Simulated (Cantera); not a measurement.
Charge: 1 mol PbO, 3.2 mol C, 0.68 mol H2, at 1423 K and 0.0100 bar.

Equilibrium computed with Cantera from the NASA thermochemical tables; the gas is ideal and each condensed phase is pure. Candidate condensed phases: C, C6H6, C7H8, C8H18, H2O, Pb, PbO, PbO2, Pb3O4; 113 gas species. Equilibrium is a limit: real reactors are often held back by kinetics, nucleation or transport.

Base state: CO 0.373, Pb 0.373, H2 0.254, H 3.35e-5, Pb2 3.10e-5 (mole fractions); condensed: C(graphite).

**Question.** What changes in the equilibrium state with this change: temperature from 1423 K to 1248.15 K?

**Answer.** 
```tsv
species	before	after
CO	0.373	0.518
H2	0.254	0.352
Pb	0.373	0.130
CO2	1.90e-6	2.64e-5
H	3.35e-5	2.78e-6
H2O	2.92e-6	2.80e-5
CH4	2.45e-6	1.38e-5
Pb2	3.10e-5	7.78e-6
C(graphite), mol	2.20	2.20
Pb(l), mol	0	0.748
```
